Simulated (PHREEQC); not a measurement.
Na2HPO4 is added in steps, without added water, to 1 kg of water holding 0.039 mol/kgw KH2PO4, 0.03 mol/kgw NaOH and 9e-05 mol/kgw ZnSO4, at 25 °C. O2 is buffered at 0.21 atm. CO2 from the air is kept out. Only these solids could form: Zn(OH)2-a, Zn4(OH)6SO4, Zn3(PO4)2:4w, Mirabilite, Goslarite.

Base run: PHREEQC, ion-association model, wateq4f.dat. Each further column changes one thing. The table gives pH.

```json
[
 {"Na2HPO4 added (mol)": "0", "base": "7.39", "KH2PO4 left out": "12.40", "NaOH left out": "4.57", "no solid may form": "7.39"},
 {"Na2HPO4 added (mol)": "0.00725", "base": "7.46", "KH2PO4 left out": "12.29", "NaOH left out": "6.18", "no solid may form": "7.46"},
 {"Na2HPO4 added (mol)": "0.0145", "base": "7.51", "KH2PO4 left out": "12.18", "NaOH left out": "6.45", "no solid may form": "7.52"},
 {"Na2HPO4 added (mol)": "0.02175", "base": "7.56", "KH2PO4 left out": "12.07", "NaOH left out": "6.60", "no solid may form": "7.57"},
 {"Na2HPO4 added (mol)": "0.029", "base": "7.60", "KH2PO4 left out": "11.95", "NaOH left out": "6.71", "no solid may form": "7.61"},
 {"Na2HPO4 added (mol)": "0.03625", "base": "7.64", "KH2PO4 left out": "11.84", "NaOH left out": "6.78", "no solid may form": "7.64"},
 {"Na2HPO4 added (mol)": "0.0435", "base": "7.67", "KH2PO4 left out": "11.73", "NaOH left out": "6.85", "no solid may form": "7.67"},
 {"Na2HPO4 added (mol)": "0.05075", "base": "7.70", "KH2PO4 left out": "11.63", "NaOH left out": "6.90", "no solid may form": "7.70"},
 {"Na2HPO4 added (mol)": "0.058", "base": "7.73", "KH2PO4 left out": "11.55", "NaOH left out": "6.94", "no solid may form": "7.73"}
]
```

H3PO4, which wateq4f.dat lacks, is added to it with the constant of phreeqc.dat. The database has no phosphate complexes of Zn. In at least one series the solution becomes supersaturated in solids that the run did not let form, among them Zn3(PO4)2:4w.
